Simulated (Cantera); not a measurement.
Cantera run, input and output.

```python
import numpy as np
import cantera as ct

gas = ct.Solution("gri30.yaml")
gas.TPX = 1075, 100000, {'H2': 1.8, 'O2': 1, 'N2': 3.2}
reactor = ct.IdealGasConstPressureReactor(gas, energy="off", clone=False)
net = ct.ReactorNet([reactor])
net.rtol, net.atol = 1e-08, 1e-18
show = ['H2', 'O2', 'N2O', 'H2O2', 'OH', 'H2O']
times = np.geomspace(2e-05, 6, 10)

steps = ct.SolutionArray(gas, extra=["t"])
rows = []
print(f"{'t/s':>10s}{'T/K':>9s}{'P/Pa':>11s}" + "".join(f"{s:>11s}" for s in show))
for t in times:
    while net.time < t:
        t_next = net.step()
        steps.append(gas.state, t=t_next)
    rows.append([np.interp(t, steps.t, y) for y in (steps.T, steps.P, *steps(*show).X.T)])
    print(f"{t:10.3e}{rows[-1][0]:9.1f}{rows[-1][1]:11.4g}" + "".join(f"{x:11.3e}" for x in rows[-1][2:]))
rate = np.gradient(steps.T, steps.t)
print("integrator steps:", len(steps.t))
if steps.T.max() > steps.T[0] + 200:
    print(f"time of steepest temperature rise: {steps.t[rate.argmax()]:.4e} s")
gas.TPX = 1075, 100000, {'H2': 1.8, 'O2': 1, 'N2': 3.2}
gas.equilibrate("TP")
print(f"equilibrium (TP): T = {gas.T:.1f} K  " + "  ".join(f"{s} {gas[s].X[0]:.3e}" for s in show))
```

Result:

```
       t/s      T/K       P/Pa         H2         O2        N2O       H2O2         OH        H2O
 2.000e-05   1075.0      1e+05  3.000e-01  1.667e-01  2.990e-15  6.779e-11  1.450e-09  4.290e-08
 8.121e-05   1075.0      1e+05  2.983e-01  1.659e-01  7.152e-11  1.900e-06  4.868e-05  1.416e-03
 3.297e-04   1075.0      1e+05  2.035e-02  2.953e-02  3.284e-08  6.552e-06  1.269e-04  3.287e-01
 1.339e-03   1075.0      1e+05  1.436e-02  2.660e-02  3.631e-08  2.471e-05  3.233e-06  3.360e-01
 5.436e-03   1075.0      1e+05  1.175e-02  2.532e-02  3.826e-08  2.497e-05  3.095e-06  3.391e-01
 2.207e-02   1075.0      1e+05  6.007e-03  2.252e-02  4.391e-08  1.413e-05  2.336e-06  3.458e-01
 8.963e-02   1075.0      1e+05  1.196e-03  2.018e-02  5.208e-08  2.484e-06  1.188e-06  3.515e-01
 3.639e-01   1075.0      1e+05  1.229e-04  1.967e-02  5.515e-08  8.585e-08  3.554e-07  3.528e-01
 1.478e+00   1075.0      1e+05  5.621e-06  1.961e-02  5.306e-08  1.163e-09  1.691e-07  3.529e-01
 6.000e+00   1075.0      1e+05  1.115e-08  1.961e-02  4.226e-08  8.458e-11  2.137e-07  3.529e-01
integrator steps: 2047
equilibrium (TP): T = 1075.0 K  H2 1.778e-09  O2 1.960e-02  N2O 1.264e-09  H2O2 3.403e-10  OH 4.684e-07  H2O 3.529e-01
```

Cantera simulation using GRI-Mech 3.0 (53 species, 325 reactions); the numbers are that mechanism's predictions, not measurements. The temperature is held fixed by assumption; the heat of reaction is taken as removed at once.
